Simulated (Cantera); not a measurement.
# Reactions in the system Cu-H-O

Standard-state values (1 bar) from the NASA 1993 polynomials, evaluated with Cantera. Values are per mole of reaction as written; species without (g) are pure solids or liquids, kept so even where they would boil at 1 bar.

3 Cu2O + 12 OH(g) = O3(g) + 6 Cu(OH)2

```
T (K)  ΔH° (kJ)  ΔS° (J/K)  ΔG° (kJ)  log10 K
-----  --------  ---------  --------  -------
300     -2520.4    -1592.3   -2042.7   355.65
873     -2452.6    -1475.8   -1164.2    69.66
948     -2440.4    -1462.5   -1054.0    58.08
1023    -2428.3    -1450.1    -944.8    48.24
1098    -2416.4    -1438.9    -836.5    39.79
1173    -2404.9    -1428.8    -729.0    32.46
1248    -2394.1    -1419.8    -622.1    26.04
1323    -2383.9    -1411.9    -516.0    20.37
```
